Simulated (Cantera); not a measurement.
**Dilute partial oxidation**

An isothermal, constant-pressure homogeneous reactor starts with 1.47 % CH4, 0.782 % O2, 97.8 % N2, at 1375 K and 1.80 bar.

Model: GRI-Mech 3.0 (53 species, 325 reactions), integrated in Cantera.

| t (s) | x CH4 | x O2 | x CH2 | x HCO | x HO2 | x C2H4 |
|---|---|---|---|---|---|---|
| 3.00e-6 | 0.0147 | 0.00782 | <1e-12 | <1e-12 | 5.08e-10 | <1e-12 |
| 1.89e-5 | 0.0147 | 0.00782 | <1e-12 | <1e-12 | 3.21e-9 | <1e-12 |
| 0.000119 | 0.0147 | 0.00782 | <1e-12 | <1e-12 | 1.85e-8 | 2.74e-12 |
| 0.000754 | 0.0147 | 0.00782 | <1e-12 | <1e-12 | 6.25e-8 | 9.31e-10 |
| 0.00475 | 0.0147 | 0.00782 | 6.76e-12 | 1.22e-11 | 5.16e-8 | 1.76e-7 |
| 0.0300 | 0.0145 | 0.00776 | 3.32e-11 | 2.44e-10 | 1.11e-7 | 7.22e-6 |
| 0.189 | 0.0109 | 0.00570 | 2.55e-9 | 2.68e-9 | 3.33e-7 | 0.000620 |
| 1.19 | 0.00464 | 3.67e-5 | 1.64e-10 | 1.01e-11 | 1.57e-9 | 5.54e-5 |
| 7.54 | 0.00392 | 3.23e-10 | 3.41e-11 | 6.14e-12 | <1e-12 | 5.33e-5 |
| 47.5 | 0.00211 | <1e-12 | 2.34e-11 | 7.70e-12 | <1e-12 | 8.18e-5 |
| 300 | 0.00117 | <1e-12 | 1.24e-11 | 1.24e-11 | <1e-12 | 8.66e-5 |
x: mole fraction; the columns are a selection and need not sum to one.

Equilibrium at this temperature and pressure: CH4 2.91e-8, O2 <1e-12, CH2 <1e-12, HCO 3.04e-11, HO2 <1e-12, C2H4 <1e-12 (gas phase only).
